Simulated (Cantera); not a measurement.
A perfectly stirred reactor is fed with 62.5 % CH₄, 37.5 % N₂, at 0.868 atm; it is held at 1325 K, and followed from long to short residence time.

Detailed kinetics in Cantera: GRI-Mech 3.0 (53 species, 325 reactions). GRI-Mech 3.0 stops at C3 and has no aromatics, soot or wall deposition, so with more carbon than oxygen in the feed, carbon stays in small species such as C2H2 where larger ones or solid carbon would form.

Q: Predict: x(CH₄) at τ = 22.0 s; x(C₂H₆) at τ = 22.0 s; x(C₂H₄) at τ = 22.0 s; x(H₂) at τ = 22.0 s; x(CH₄) at τ = 0.120 s; x(C₂H₆) at τ = 0.120 s; x(C₂H₄) at τ = 0.120 s; x(H₂) at τ = 0.120 s.

A: 
- x(CH₄) at τ = 22.0 s: 0.426
- x(C₂H₆) at τ = 22.0 s: 0.000246
- x(C₂H₄) at τ = 22.0 s: 0.0166
- x(H₂) at τ = 22.0 s: 0.177
- x(CH₄) at τ = 0.120 s: 0.623
- x(C₂H₆) at τ = 0.120 s: 0.000356
- x(C₂H₄) at τ = 0.120 s: 0.000277
- x(H₂) at τ = 0.120 s: 0.00104
